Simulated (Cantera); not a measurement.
Hydrocarbon pyrolysis for carbon deposition

An isothermal, constant-pressure homogeneous reactor starts with 1.12 % CH4, 98.9 % H2, at 1473 K and 0.276 atm.

Computed with Cantera and GRI-Mech 3.0 (53 species, 325 reactions). GRI-Mech 3.0 stops at C3 and has no aromatics, soot or wall deposition, so with more carbon than oxygen in the feed, carbon stays in small species such as C2H2 where larger ones or solid carbon would form.

| t (s) | x CH4 | x H2 | x CH3 | x C2H2 | x CH2 | x C2H4 | x C2H6 |
|---|---|---|---|---|---|---|---|
| 0.00100 | 0.0112 | 0.989 | 3.73e-7 | <1e-12 | <1e-12 | 3.19e-11 | 1.75e-10 |
| 0.00228 | 0.0112 | 0.989 | 8.42e-7 | 1.79e-12 | 2.49e-12 | 4.12e-10 | 1.83e-9 |
| 0.00521 | 0.0112 | 0.989 | 1.85e-6 | 9.06e-11 | 1.21e-11 | 6.40e-9 | 1.57e-8 |
| 0.0119 | 0.0112 | 0.989 | 3.62e-6 | 5.47e-9 | 4.61e-11 | 1.01e-7 | 7.84e-8 |
| 0.0271 | 0.0112 | 0.989 | 5.08e-6 | 1.70e-7 | 9.11e-11 | 7.60e-7 | 1.56e-7 |
| 0.0620 | 0.0112 | 0.989 | 5.32e-6 | 1.61e-6 | 9.96e-11 | 2.01e-6 | 1.72e-7 |
| 0.141 | 0.0112 | 0.989 | 5.31e-6 | 6.83e-6 | 9.96e-11 | 3.03e-6 | 1.73e-7 |
| 0.323 | 0.0112 | 0.989 | 5.30e-6 | 1.96e-5 | 9.95e-11 | 4.34e-6 | 1.74e-7 |
| 0.737 | 0.0111 | 0.989 | 5.28e-6 | 4.80e-5 | 9.91e-11 | 7.18e-6 | 1.77e-7 |
| 1.68 | 0.0110 | 0.989 | 5.22e-6 | 0.000110 | 9.82e-11 | 1.33e-5 | 1.83e-7 |
| 3.84 | 0.0107 | 0.989 | 5.11e-6 | 0.000233 | 9.65e-11 | 2.57e-5 | 1.96e-7 |
| 8.76 | 0.0102 | 0.989 | 4.92e-6 | 0.000446 | 9.36e-11 | 4.70e-5 | 2.18e-7 |
| 20.0 | 0.00966 | 0.990 | 4.69e-6 | 0.000703 | 9.01e-11 | 7.28e-5 | 2.46e-7 |
x: mole fraction; the columns are a selection and need not sum to one.

Equilibrium at this temperature and pressure: CH4 0.00928, H2 0.990, CH3 4.53e-6, C2H2 0.000874, CH2 8.77e-11, C2H4 8.99e-5, C2H6 2.65e-7 (gas phase only).
